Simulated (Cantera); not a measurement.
A Cantera script and what it prints.

```python
import numpy as np
import cantera as ct

gas_names = """
    H HNO HNO2 HNO3 HO2 H2 H2O H2O2 N NH NH2 NH3 NH2OH NO NO2 NO3 N2 N2H2 N2H4 N2O O OH O2 O3 Pb PbO Pb2
""".split()
cond_names = """
    H2O(s) H2O(L) Pb(cr) Pb(L) PbO(rd) PbO(yw) PbO(L) PbO2(s) Pb3O4(s)
""".split()


# ... load() reads the species with a 1 bar reference pressure and builds the phases ...
atoms = {
    'PbO': {'Pb': 1, 'O': 1},
    'H2': {'H': 2},
    'N2': {'N': 2},
}
top_T = {'Pb3O4(s)': 820}  # K; cautious upper limits of use, not melting points


# ... equilibrate(T, P, feed) seeds the gas with the atoms and calls Mixture.equilibrate('TP', solver="vcs", rtol=1e-11, max_steps=5000) ...
results = []
feed = {'PbO': 1, 'H2': 440, 'N2': 0.49}  # mol
P = 133.322  # Pa
for T in [725, 825, 925, 1025, 1125, 1225, 1325, 1425, 1525, 1625, 1725, 1825]:
    mix = equilibrate(T, P, feed)
    results.append((T, P, feed, dict(zip(mix.species_names, mix.species_moles))))

top = {s: max(r[3][s] / sum(r[3][g] for g in gas_names) for r in results) for s in gas_names}
cols = sorted((s for s in top if top[s] > 0.0001), key=lambda s: -top[s])[:6]
seen = [c for c in cond_names if any(r[3].get(c, 0) > 1e-12 for r in results)]
print("log10 of partial pressures in bar; condensed amounts in mol")
print(f"{'T/K':>10s}" + "".join(f"{s[:9]:>10s}" for s in cols + seen))
for T, P, feed, n in results:
    ng = sum(n[g] for g in gas_names)
    print(f"{T:10.4g}" + "".join(f"{np.log10(max(n[s] / ng * P / 1e5, 1e-99)):10.3f}" for s in cols)
          + "".join(f"{n.get(c, 0):10.4g}" for c in seen))
```

Result:

```
log10 of partial pressures in bar; condensed amounts in mol
       T/K        H2         H       H2O        Pb        N2     Pb(L)
       725    -2.877   -14.468    -5.519    -8.472    -5.829    0.9989
       825    -2.877   -12.539    -5.519    -6.843    -5.829    0.9526
       925    -2.877   -11.023    -5.520    -5.573    -5.830    0.1155
      1025    -2.878    -9.800    -5.520    -5.520    -5.830         0
      1125    -2.878    -8.791    -5.520    -5.520    -5.830         0
      1225    -2.878    -7.945    -5.520    -5.520    -5.830         0
      1325    -2.878    -7.225    -5.520    -5.520    -5.830         0
      1425    -2.878    -6.605    -5.520    -5.520    -5.830         0
      1525    -2.878    -6.065    -5.520    -5.520    -5.830         0
      1625    -2.878    -5.591    -5.520    -5.520    -5.830         0
      1725    -2.880    -5.171    -5.521    -5.521    -5.831         0
      1825    -2.883    -4.798    -5.523    -5.523    -5.832         0
```

Equilibrium computed with Cantera from the NASA thermochemical tables; the gas is ideal and each condensed phase is pure.
